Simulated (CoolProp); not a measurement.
Vapour-liquid equilibrium of benzene (1) + toluene (2) at 0.0431 MPa; x and y are mole fractions of (1).

Model: multi-fluid Helmholtz-energy mixture model, Thol 2012 and Lemmon 2006; pair parameters Bell 2016, in CoolProp.

Question: Give the bubble temperature and the first vapour's composition at x = 0.55, 0.75, 0.85. Is there an azeotrope?

Answer: x = 0.55: 64.3 °C, y = 0.769; x = 0.75: 59.6 °C, y = 0.893; x = 0.85: 57.5 °C, y = 0.941. No azeotrope shows between x = 0.05 and 0.95.

The pair parameters rest on a limited set of measurements; away from them the model extrapolates.
